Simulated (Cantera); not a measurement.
A closed system holds: 1 mol Cr, 0.026 mol H2O, 10 mol N2, held at 2223.15 K and 1.00 bar.

Cantera equilibrium calculation (NASA polynomials, part measured and part estimated; ideal gas, pure solids and liquids). Candidate condensed phases: Cr, CrN, Cr2N, Cr2O3, H2O; 29 gas species. Mutual solubility and eutectic melting of coexisting phases are not modelled. The numbers say what is thermodynamically allowed, not how fast it happens.

Base state: N2 0.987, Cr 0.0102, H2 0.00233, H 0.000310, CrO 0.000283, H2O 7.65e-5 (mole fractions); condensed: Cr(l) + Cr2O3(s).

Task: What changes in the equilibrium state with this change: Cr replaced by V?

Result: 
| species | before | after |
|---|---|---|
| N2 | 0.987 | 0.997 |
| H2 | 0.00233 | 0.00255 |
| H | 0.000310 | 0.000324 |
| Cr | 0.0102 | 0 |
| CrO | 0.000283 | 0 |
| VO | 0 | 3.38e-5 |
| VO2 | 0 | 1.85e-5 |
| H2O | 7.65e-5 | 1.15e-5 |
| Cr(l), mol | 0.879 | 0 |
| Cr2O3(s), mol | 0.00742 | 0 |
| VN(s), mol | 0 | 0.974 |
| VO(l), mol | 0 | 0.0252 |
VN, VO: taken at fixed stoichiometry. Condensed phases not in the tables: solid solutions among these carbides, nitrides and lower oxides, V2N. Further candidate phases: V, VN, VO, V2O3, V2O4, V2O5.
